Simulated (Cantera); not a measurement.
**Premixed flame**

A freely propagating, adiabatic, planar premixed flame of H₂ : O₂ : N₂ = 1 : 0.5 : 1.75 (molar parts), equivalence ratio 1.0, unburnt at 450 K and 260000 Pa; unity-Lewis-number transport, grid criteria slope 0.08 and curve 0.16, no radiation.

Detailed kinetics in Cantera: the H2/O2 subset of GRI-Mech 3.0, which has no nitrogen chemistry. The hydrogen kinetics of GRI-Mech 3.0 are dated; newer H2 mechanisms differ, most at raised pressure. Unity Lewis numbers drop preferential diffusion, which matters most where H2 and H carry the flame. Burning velocities carry a grid error of a few per cent, more on coarse grids.

```csv
z (mm),T (K),u (m/s),x H₂,x O₂,x O,x H₂O,x H₂O₂,x H
-0.300,450,3.48,0.308,0.154,<1e-8,3.23e-7,<1e-8,<1e-8
-0.200,450,3.48,0.308,0.154,<1e-8,5.81e-6,1.54e-8,<1e-8
-0.150,450,3.49,0.308,0.154,2.40e-8,4.20e-5,1.11e-7,<1e-8
-0.100,453,3.51,0.307,0.154,2.69e-7,0.000382,9.94e-7,<1e-8
-0.0500,534,4.11,0.299,0.149,1.82e-5,0.0104,1.87e-5,8.75e-6
-0.0250,863,6.51,0.258,0.129,0.000427,0.0554,3.25e-5,0.00264
0,1362,9.94,0.156,0.0818,0.00437,0.154,1.11e-5,0.0284
0.0250,1680,12.0,0.0759,0.0421,0.00978,0.228,4.05e-6,0.0482
0.0500,1847,13.0,0.0548,0.0288,0.0109,0.254,2.39e-6,0.0437
0.100,2023,14.0,0.0478,0.0226,0.00887,0.271,1.33e-6,0.0310
0.200,2189,15.0,0.0418,0.0182,0.00602,0.287,8.29e-7,0.0194
0.400,2328,15.8,0.0347,0.0142,0.00372,0.303,5.95e-7,0.0113
0.800,2434,16.3,0.0277,0.0108,0.00219,0.317,4.65e-7,0.00643
```
x: mole fraction of selected species; z is measured from the peak of heat release.

```json
{
 "laminar_burning_velocity": "348 cm/s",
 "thermal_thickness": "0.100 mm",
 "peak x(O)": "0.0109",
 "peak x(H₂O₂)": "3.32e-5",
 "peak x(H)": "0.0484",
 "grid_points": "98"
}
```
